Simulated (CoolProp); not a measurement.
CF4 (R14) along the isotherm 132.7 K: fugacity coefficient from the reference equation and from simpler models built on Tc = 227.4 K, pc = 3.762 MPa, ω = 0.178; each cubic takes its own stable root.

Values from CoolProp's reference Helmholtz-energy equation of state, Platzer 1990. This equation is an older, rougher fit; its heat capacities, sound speeds and derivatives of the liquid may be far off and weren't checked against measurements.

| p (MPa) | phase | reference |
|---|---|---|
| 0.564 | liquid | 0.06898 |
| 1.13 | liquid | 0.03537 |
| 1.69 | liquid | 0.02429 |
| 2.26 | liquid | 0.01867 |
| 2.82 | liquid | 0.01536 |
| 3.39 | liquid | 0.01313 |
| 3.95 | liquid | 0.01157 |
| 4.51 | liquid | 0.01041 |
| 5.08 | liquid | 0.009495 |
| 5.64 | liquid | 0.008782 |

How far does each simpler model (van der Waals, Redlich-Kwong, Peng-Robinson) lie from the reference over these 10 states: mean and median of the absolute difference, and the worst?


- van der Waals: mean 618.2 %, median 617.9 %, worst +662.9 % at 132.7 K and 5.64 MPa
- Redlich-Kwong: mean 47.9 %, median 48.0 %, worst +48.5 % at 132.7 K and 5.64 MPa
- Peng-Robinson: mean 0.7 %, median 0.6 %, worst +1.5 % at 132.7 K and 0.564 MPa
